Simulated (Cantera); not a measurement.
Feed: 1 mol Si, 0.28 mol N2O, 210 mol H2, equilibrated at 1048 K and 1.88 Torr.

Cantera equilibrium calculation (NASA polynomials, part measured and part estimated; ideal gas, pure solids and liquids). Candidate condensed phases: H2O, Si, SiO2, Si2N2O, Si3N4; 35 gas species. Mutual solubility and eutectic melting of coexisting phases are not modelled. Equilibrium is a limit: real reactors are often held back by kinetics, nucleation or transport.

Base state: H2 1.00 (mole fractions); condensed: Si(s) + Si2N2O(s).

Task: What changes in the equilibrium state with this change: temperature from 1048 K to 1675 K?

Result: 
```json
[
 {"species": "H2", "before": "1.00", "after": "0.995"},
 {"species": "H", "before": "1.55e-7", "after": "0.00232"},
 {"species": "SiO", "before": "1.52e-9", "after": "0.00133"},
 {"species": "N2", "before": "1.50e-9", "after": "0.00133"},
 {"species": "Si", "before": "<1e-9", "after": "0.000174"},
 {"species": "Si(s), mol", "before": "0.440", "after": "0.677"},
 {"species": "Si2N2O(s), mol", "before": "0.280", "after": "0"}
]
```
Gases not in the tables: Si2H6 and higher silanes.
